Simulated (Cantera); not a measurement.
**Thermodynamics of halide evaporation, hydrolysis and transport, feed CuF2 + H2 + CH4**

Charge: 1 mol CuF2, 8.7 mol H2, 0.0014 mol CH4, at 0.230 Pa.

These are equilibrium values from Cantera (NASA tables, ideal gas, pure condensed phases), not measurements of a reactor. Candidate condensed phases: C, C6H6, C7H8, C8H18, Cu, CuF2; 99 gas species. The numbers say what is thermodynamically allowed, not how fast it happens.

From 1200 K to 1300 K the condensed part is C(graphite) + Cu(s). From 1350 K to 1550 K the condensed part is C(graphite). The main Cu-bearing gas is Cu throughout.

| T (K) | x H2 | x HF | x Cu | x H | x CuF | n C(graphite) | n Cu(s) |
|---|---|---|---|---|---|---|---|
| 1200 | 0.790 | 0.205 | 0.00534 | 0.000116 | 1.34e-5 | 0.00140 | 0.948 |
| 1250 | 0.778 | 0.202 | 0.0202 | 0.000281 | 3.70e-5 | 0.00140 | 0.800 |
| 1300 | 0.739 | 0.192 | 0.0686 | 0.000627 | 9.23e-5 | 0.00139 | 0.284 |
| 1350 | 0.719 | 0.187 | 0.0933 | 0.00133 | 9.53e-5 | 0.00138 | 0 |
| 1400 | 0.717 | 0.187 | 0.0932 | 0.00272 | 7.47e-5 | 0.00136 | 0 |
| 1450 | 0.715 | 0.186 | 0.0931 | 0.00527 | 5.95e-5 | 0.00133 | 0 |
| 1500 | 0.711 | 0.186 | 0.0929 | 0.00979 | 4.81e-5 | 0.00126 | 0 |
| 1550 | 0.705 | 0.185 | 0.0926 | 0.0174 | 3.94e-5 | 0.00116 | 0 |
x: gas mole fraction; n: condensed amount in mol.
